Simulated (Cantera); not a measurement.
Feed: 1 mol Si₂H₆, 0.54 mol Cl₂, 380 mol H₂, equilibrated at 1798 K and 88.0 mbar.

Cantera equilibrium calculation (NASA polynomials, part measured and part estimated; ideal gas, pure solids and liquids). Candidate condensed phases: Si; 19 gas species. The feed counts by its element totals alone. Gases not in the tables: Si₂H₆ and higher silanes. Kinetics and transport are ignored.

Base state: H₂ 0.996, HCl 0.00276, H 0.00118, Si 3.51e-5, SiH₂ 2.94e-5, SiCl₂ 2.37e-5, SiH 1.19e-5 (mole fractions); condensed: Si(l).

**Question.** What changes in the equilibrium state with this change: Si₂H₆ replaced by SiH₂Cl₂?

**Answer.** 
| species | before | after |
|---|---|---|
| H₂ | 0.996 | 0.991 |
| HCl | 0.00276 | 0.00766 |
| H | 0.00118 | 0.00118 |
| SiCl₂ | 2.37e-5 | 0.000184 |
| SiH₂ | 2.94e-5 | 2.92e-5 |
| SiH | 1.19e-5 | 1.19e-5 |
| Si | 3.51e-5 | 3.51e-5 |
| Si(l), mol | 1.96 | 0.897 |

**Question.** What changes in the equilibrium state with this change: temperature from 1798 K to 1500 K?

**Answer.** 
| species | before | after |
|---|---|---|
| H₂ | 0.996 | 0.997 |
| HCl | 0.00276 | 0.00277 |
| H | 0.00118 | 5.93e-5 |
| Si | 3.51e-5 | 1.20e-7 |
| SiCl₂ | 2.37e-5 | 2.46e-5 |
| SiH | 1.19e-5 | 1.14e-7 |
| SiH₂ | 2.94e-5 | 1.49e-6 |
| Si(l), mol | 1.96 | 0 |
| Si(s), mol | 0 | 1.99 |
